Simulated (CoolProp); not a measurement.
A single-stage vapour-compression cycle with the fluid: evaporating at 260.15 K (dew point), condensing at 325.15 K (bubble point), superheat 8 K, subcooling 5 K, compressor efficiency 0.8, no pressure losses. The same conditions are run with several fluids, on thermodynamics alone (safety and materials aside).

Computed with CoolProp (reference Helmholtz-energy equation of state of each fluid (n-perfluorobutane: Gao 2022; R407C: Lemmon 2003; fluoroethane (R161): Wu 2012; R507A: Lemmon 2003; CH2F2 (R32): Tillner-Roth 1997; R22: Kamei 1995)). Blends and air are pseudo-pure fits.

| fluid | cooling COP | pressure ratio | discharge temperature (K) | refrigerating effect (kJ/kg) | volumetric capacity (kJ/m³) |
|---|---|---|---|---|---|
| n-perfluorobutane | 1.69 | 9.19 | 325.1 | 39.6 | 278 |
| R407C | 2.03 | 8.14 | 368.9 | 138 | 1640 |
| fluoroethane (R161) | 2.41 | 6.53 | 371.7 | 271 | 1730 |
| R507A | ? | 6.10 | 346.2 | 91.2 | 1830 |
| CH2F2 (R32) | 2.23 | ? | ? | 231 | ? |
| R22 | 2.37 | ? | 377.3 | 146 | 1950 |

Task: Complete the blanks.

Result: 
- R507A, cooling COP: 1.98
- CH2F2 (R32), pressure ratio: 6.27
- CH2F2 (R32), discharge temperature (K): 403.9
- CH2F2 (R32), volumetric capacity (kJ/m³): 3150
- R22, pressure ratio: 6.38

The compression ends wet for: n-perfluorobutane.
